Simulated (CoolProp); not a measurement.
The numbers come from the reference Helmholtz-energy equation of state, Akasaka 2022 in CoolProp.

**Question.** For R1233zd(E), give the phase and the density (kg/m³), cp (kJ/(kg K)), speed of sound (m/s), Joule-Thomson coefficient (K/MPa) at 384.8 K and 21300 kPa.

**Answer.** 
- 384.8 K and 21300 kPa: liquid; density 1140, cp 1.26, speed of sound 578, Joule-Thomson coefficient -0.186
